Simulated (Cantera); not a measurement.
A perfectly stirred reactor is fed with CH₄ : H₂ = 1 : 2 (molar parts), at 0.440 bar; it is held at 1725 K, and followed from long to short residence time.

Model: GRI-Mech 3.0 (53 species, 325 reactions), integrated in Cantera. GRI-Mech 3.0 stops at C3 and has no aromatics, soot or wall deposition, so with more carbon than oxygen in the feed, carbon stays in small species such as C2H2 where larger ones or solid carbon would form.

### Question
What does this change do: pressure from 0.440 bar to 1.01 bar?

### Answer
| quantity | before | after |
|---|---|---|
| x(CH₄) at τ = 6.00 s | 0.0187 | 0.0301 |
| x(H₂) at τ = 6.00 s | 0.863 | 0.855 |
| x(CH₃) at τ = 6.00 s | 0.000113 | 0.000122 |
| x(C₂H₄) at τ = 6.00 s | 0.00178 | 0.00382 |
| x(C₂H₆) at τ = 6.00 s | 2.22e-6 | 7.16e-6 |
| x(CH₄) at τ = 0.130 s | 0.0931 | 0.0844 |
| x(H₂) at τ = 0.130 s | 0.816 | 0.822 |
| x(CH₃) at τ = 0.130 s | 0.000507 | 0.000318 |
| x(C₂H₄) at τ = 0.130 s | 0.00171 | 0.00332 |
| x(C₂H₆) at τ = 0.130 s | 3.60e-5 | 3.36e-5 |

### Question
What does this change do: CH4 1 to 0.31 parts?

### Answer
```
quantity                  before     after
----------------------  --------  --------
x(CH₄) at τ = 6.00 s      0.0187    0.0135
x(H₂) at τ = 6.00 s        0.863     0.933
x(CH₃) at τ = 6.00 s    0.000113   7.88e-5
x(C₂H₄) at τ = 6.00 s    0.00178  0.000863
x(C₂H₆) at τ = 6.00 s    2.22e-6   1.10e-6
x(CH₄) at τ = 0.130 s     0.0931    0.0569
x(H₂) at τ = 0.130 s       0.816     0.909
x(CH₃) at τ = 0.130 s   0.000507  0.000310
x(C₂H₄) at τ = 0.130 s   0.00171  0.000692
x(C₂H₆) at τ = 0.130 s   3.60e-5   1.31e-5
```
